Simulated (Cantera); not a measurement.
What does this Cantera script print?

```python
import numpy as np
import cantera as ct

gas_names = """
    C CH CH2 CH3 CH2OH CH3O CH4 CH3OH CO COS CO2 COOH CS CS2 C2 C2H CHCO,ketyl C2H2,acetylene
    C2H2,vinylidene CH2CO,ketene C2H3,vinyl CH3CO,acetyl C2H4 C2H4O,ethylen CH3CHO,ethanal CH3COOH
    (HCOOH)2 C2H5 C2H6 CH3OCH3 C2H5OH C2O C3 C3H3,propargyl C3H4,allene C3H4,propyne C3H4,cyclo-
    C3H5,allyl C3H6,propylene C3H6,cyclo- C3H6O C3H7,n-propyl C3H7,i-propyl C3H8 C3H8O,1propanol
    C3H8O,2propanol C3O2 C4 C4H2 C4H4,1,3-cyclo- C4H6,butadiene C4H6,2-butyne C4H6,cyclo- C4H8,1-butene
    C4H8,cis2-buten C4H8,tr2-butene C4H8,isobutene C4H8,cyclo- (CH3COOH)2 C4H9,n-butyl C4H9,i-butyl
    C4H9,s-butyl C4H9,t-butyl C4H10,isobutane C4H10,n-butane C5 C5H6,1,3cyclo- C5H8,cyclo-
    C5H10,1-pentene C5H10,cyclo- C5H11,pentyl C5H11,t-pentyl C5H12,n-pentane C5H12,i-pentane
    CH3C(CH3)2CH3 C6H2 C6H5,phenyl C6H5O,phenoxy C6H6 C6H5OH,phenol C6H10,cyclo- C6H12,1-hexene
    C6H12,cyclo- C6H13,n-hexyl C7H7,benzyl C7H8 C7H8O,cresol C7H14,1-heptene C7H15,n-heptyl
    C7H16,n-heptane C8H8,styrene C8H10,ethylbenz C8H16,1-octene C8H17,n-octyl C8H18,isooctane
    C8H18,n-octane C9H19,n-nonyl C10H8,naphthale C10H21,n-decyl C12H9,o-bipheny C12H10,bipheny H HCO HO2
    H2 HCHO,formaldehy HCOOH H2O H2O2 H2S H2SO4 Mg MgH MgO MgOH MgO2H2 MgS Mg2 O OH O2 O3 S SH SO SO2
    SO3 S2 S2O S8
""".split()
cond_names = """
    C(gr) C6H6(L) C7H8(L) C8H18(L),n-octa H2O(s) H2O(L) H2SO4(L) Mg(cr) Mg(L) MgCO3(s) MgO(s) MgO(L)
    MgO2H2(s) MgS(s) MgSO4(s) MgSO4(L) S(cr1) S(cr2) S(L)
""".split()


def load(file, names, dense=False):
    # The tables refer to 1 bar. Condensed volumes are neglected.
    table = {s.name: s for s in ct.Species.list_from_file(file)}
    out = []
    for n in names:
        d = dict(table[n].input_data)
        d["thermo"] = dict(d["thermo"], **{"reference-pressure": 1e5})
        if dense:
            d["equation-of-state"] = {"model": "constant-volume", "density": "1e6 g/cm^3"}
        out.append(ct.Species.from_dict(d))
    return out


gas = ct.Solution(thermo="ideal-gas", species=load("nasa_gas.yaml", gas_names))
cond = {s.name: ct.Solution(thermo="fixed-stoichiometry", species=[s], name=s.name)
        for s in load("nasa_condensed.yaml", cond_names, dense=True)}
atoms = {
    'MgCO3': {'Mg': 1, 'C': 1, 'O': 3},
    'O2': {'O': 2},
    'H2O': {'H': 2, 'O': 1},
    'H2S': {'H': 2, 'S': 1},
}
top_T = {'C(gr)': 4500, 'MgS(s)': 2250}  # K; cautious upper limits of use, not melting points


def equilibrate(T, P, feed):
    n = {}
    for name, mol in feed.items():
        for a, k in atoms[name].items():
            n[a] = n.get(a, 0.0) + k * mol
    gas.TPX = T, P, n
    mass = sum(n.values()) * gas.mean_molecular_weight
    gas.equilibrate("TP")
    valid = [c for c in cond.values() if c.min_temp <= T <= top_T.get(c.name, c.max_temp)]
    mix = ct.Mixture([(gas, mass / gas.mean_molecular_weight)] + [(c, 0.0) for c in valid])
    mix.T, mix.P = T, P
    mix.equilibrate("TP", solver="vcs", rtol=1e-11, max_steps=5000)
    return mix


results = []
feed = {'MgCO3': 1, 'O2': 2.8, 'H2O': 0.24, 'H2S': 3.6}  # mol
P = 1000  # Pa
for T in [923, 973, 1023, 1073, 1123, 1173, 1223, 1273, 1323]:
    mix = equilibrate(T, P, feed)
    results.append((T, P, feed, dict(zip(mix.species_names, mix.species_moles))))

top = {s: max(r[3][s] / sum(r[3][g] for g in gas_names) for r in results) for s in gas_names}
cols = sorted((s for s in top if top[s] > 0.0001), key=lambda s: -top[s])[:8]
seen = [c for c in cond_names if any(r[3].get(c, 0) > 1e-12 for r in results)]
print("log10 of partial pressures in bar; condensed amounts in mol")
print(f"{'T/K':>10s}" + "".join(f"{s[:9]:>10s}" for s in cols + seen))
for T, P, feed, n in results:
    ng = sum(n[g] for g in gas_names)
    print(f"{T:10.4g}" + "".join(f"{np.log10(max(n[s] / ng * P / 1e5, 1e-99)):10.3f}" for s in cols)
          + "".join(f"{n.get(c, 0):10.4g}" for c in seen))
```

It prints:

```
log10 of partial pressures in bar; condensed amounts in mol
       T/K       H2O       SO2        S2       CO2        H2       H2S        CO        SO    MgO(s)
       923    -2.307    -2.779    -2.834    -2.851    -4.438    -3.331    -5.293    -6.809         1
       973    -2.305    -2.784    -2.825    -2.854    -4.238    -3.387    -4.995    -6.455         1
      1023    -2.304    -2.786    -2.818    -2.857    -4.059    -3.441    -4.729    -6.136         1
      1073    -2.305    -2.786    -2.815    -2.863    -3.899    -3.493    -4.492    -5.845         1
      1123    -2.307    -2.782    -2.813    -2.870    -3.757    -3.545    -4.281    -5.580         1
      1173    -2.311    -2.776    -2.814    -2.881    -3.629    -3.598    -4.094    -5.336         1
      1223    -2.317    -2.768    -2.818    -2.895    -3.516    -3.650    -3.929    -5.112         1
      1273    -2.324    -2.757    -2.824    -2.913    -3.415    -3.704    -3.785    -4.904         1
      1323    -2.332    -2.745    -2.833    -2.935    -3.325    -3.759    -3.660    -4.712         1
```

Method: chemical equilibrium by Gibbs-energy minimisation in Cantera with the NASA 1993 tables (ideal gas, pure condensed phases). Gases not in the tables: S3 to S7.
